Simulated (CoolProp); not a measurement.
Properties of R142b along the isotherm 243.2 K (Tc = 410.3 K, pc = 4055 kPa, ω = 0.232).

Computed with CoolProp (reference Helmholtz-energy equation of state, Lemmon 2006). It is a short technical equation, of lower accuracy than the large ones.

| p (kPa) | phase | Z | expansivity (1/kK) |
|---|---|---|---|
| 128 | liquid | 0.005134 | 1.754 |
| 263 | liquid | 0.01055 | 1.751 |
| 541 | liquid | 0.02169 | 1.746 |
| 1110 | liquid | 0.04446 | 1.736 |
| 2280 | liquid | 0.09116 | 1.716 |
| 4680 | liquid | 0.1865 | 1.676 |
| 9620 | liquid | 0.3807 | 1.603 |
| 19700 | liquid | 0.7700 | 1.481 |
| 40500 | liquid | 1.549 | 1.301 |
